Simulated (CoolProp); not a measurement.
R114 along the isotherm 500 K: Z from the reference equation and from simpler models built on Tc = 420.6 K, pc = 3.352 MPa, ω = 0.252; each cubic takes its own stable root.

The numbers come from the reference Helmholtz-energy equation of state, Platzer 1990 in CoolProp. This equation is an older, rougher fit; its heat capacities, sound speeds and derivatives of the liquid may be far off and weren't checked against measurements.

```json
[
 {"p (MPa)": "1.29", "phase": "gas", "reference": "0.9257", "van der Waals": "0.9212", "Redlich-Kwong": "0.9187", "Soave-Redlich-Kwong": "0.9277"},
 {"p (MPa)": "2.58", "phase": "gas", "reference": "0.8452", "van der Waals": "0.8315", "Redlich-Kwong": "0.8318", "Soave-Redlich-Kwong": "0.8527"},
 {"p (MPa)": "3.87", "phase": "supercritical", "reference": "0.7601", "van der Waals": "0.7261", "Redlich-Kwong": "0.7395", "Soave-Redlich-Kwong": "0.7768"},
 {"p (MPa)": "5.16", "phase": "supercritical", "reference": "0.6760", "van der Waals": "0.6063", "Redlich-Kwong": "0.6474", "Soave-Redlich-Kwong": "0.7051"},
 {"p (MPa)": "6.45", "phase": "supercritical", "reference": "0.6068", "van der Waals": "0.5344", "Redlich-Kwong": "0.5767", "Soave-Redlich-Kwong": "0.6490"},
 {"p (MPa)": "7.74", "phase": "supercritical", "reference": "0.5694", "van der Waals": "0.5403", "Redlich-Kwong": "0.5489", "Soave-Redlich-Kwong": "0.6196"},
 {"p (MPa)": "9.03", "phase": "supercritical", "reference": "0.5634", "van der Waals": "0.5736", "Redlich-Kwong": "0.5530", "Soave-Redlich-Kwong": "0.6155"},
 {"p (MPa)": "10.3", "phase": "supercritical", "reference": "0.5766", "van der Waals": "0.6151", "Redlich-Kwong": "0.5722", "Soave-Redlich-Kwong": "0.6273"},
 {"p (MPa)": "11.6", "phase": "supercritical", "reference": "0.6007", "van der Waals": "0.6612", "Redlich-Kwong": "0.5992", "Soave-Redlich-Kwong": "0.6487"},
 {"p (MPa)": "12.9", "phase": "supercritical", "reference": "0.6305", "van der Waals": "0.7090", "Redlich-Kwong": "0.6298", "Soave-Redlich-Kwong": "0.6753"},
 {"p (MPa)": "14.2", "phase": "supercritical", "reference": "0.6635", "van der Waals": "0.7576", "Redlich-Kwong": "0.6625", "Soave-Redlich-Kwong": "0.7050"},
 {"p (MPa)": "15.5", "phase": "supercritical", "reference": "0.6985", "van der Waals": "0.8064", "Redlich-Kwong": "0.6963", "Soave-Redlich-Kwong": "0.7364"},
 {"p (MPa)": "16.8", "phase": "supercritical", "reference": "0.7346", "van der Waals": "0.8554", "Redlich-Kwong": "0.7307", "Soave-Redlich-Kwong": "0.7690"}
]
```
